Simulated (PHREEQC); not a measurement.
Solution (25 °C): 0.14 mol KNO3 per kg of water. Closed to the air; pH follows from the charge balance.

Model: ion-association model, phreeqc.dat, run in PHREEQC.

Precipitation was switched off in this run.

Task: Predict the specific conductance.

Result: specific conductance 16500 µS/cm.

Complexes and solids missing from the database can't appear.
